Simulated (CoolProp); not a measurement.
Vapour-liquid equilibrium of ethane (1) + hydrogen sulfide (2) at -6.15 °C; x and y are mole fractions of (1).

Model: multi-fluid Helmholtz-energy mixture model, Bücker 2006 and Lemmon 2006; pair parameters Kunz 2012, in CoolProp.

```json
[
 {"x": "0.05", "bubble pressure (MPa)": "1.110", "y at the bubble point": "0.238", "dew pressure at overall composition x (MPa)": "0.9018", "liquid density (mol/L)": "23.85"},
 {"x": "0.125", "bubble pressure (MPa)": "1.380", "y at the bubble point": "0.405", "dew pressure at overall composition x (MPa)": "0.9755", "liquid density (mol/L)": "22.51"},
 {"x": "0.2", "bubble pressure (MPa)": "1.562", "y at the bubble point": "0.491", "dew pressure at overall composition x (MPa)": "1.061", "liquid density (mol/L)": "21.30"},
 {"x": "0.275", "bubble pressure (MPa)": "1.688", "y at the bubble point": "0.545", "dew pressure at overall composition x (MPa)": "1.162", "liquid density (mol/L)": "20.20"},
 {"x": "0.35", "bubble pressure (MPa)": "1.781", "y at the bubble point": "0.586", "dew pressure at overall composition x (MPa)": "1.281", "liquid density (mol/L)": "19.19"},
 {"x": "0.425", "bubble pressure (MPa)": "1.854", "y at the bubble point": "0.620", "dew pressure at overall composition x (MPa)": "1.421", "liquid density (mol/L)": "18.28"},
 {"x": "0.5", "bubble pressure (MPa)": "1.916", "y at the bubble point": "0.653", "dew pressure at overall composition x (MPa)": "1.583", "liquid density (mol/L)": "17.45"},
 {"x": "0.575", "bubble pressure (MPa)": "1.969", "y at the bubble point": "0.686", "dew pressure at overall composition x (MPa)": "1.757", "liquid density (mol/L)": "16.70"},
 {"x": "0.65", "bubble pressure (MPa)": "2.014", "y at the bubble point": "0.724", "dew pressure at overall composition x (MPa)": "1.911", "liquid density (mol/L)": "16.03"},
 {"x": "0.725", "bubble pressure (MPa)": "2.050", "y at the bubble point": "0.766", "dew pressure at overall composition x (MPa)": "2.015", "liquid density (mol/L)": "15.43"},
 {"x": "0.8", "bubble pressure (MPa)": "2.074", "y at the bubble point": "0.816", "dew pressure at overall composition x (MPa)": "2.068", "liquid density (mol/L)": "14.90"},
 {"x": "0.875", "bubble pressure (MPa)": "2.083", "y at the bubble point": "0.875", "dew pressure at overall composition x (MPa)": "2.083", "liquid density (mol/L)": "14.43"},
 {"x": "0.95", "bubble pressure (MPa)": "2.072", "y at the bubble point": "0.945", "dew pressure at overall composition x (MPa)": "2.070", "liquid density (mol/L)": "14.03"}
]
```

y crosses x between x = 0.8 and 0.875: the model has an azeotrope there.

Pair parameters are fitted to limited data, so mixtures are less certain than the pure fluids.
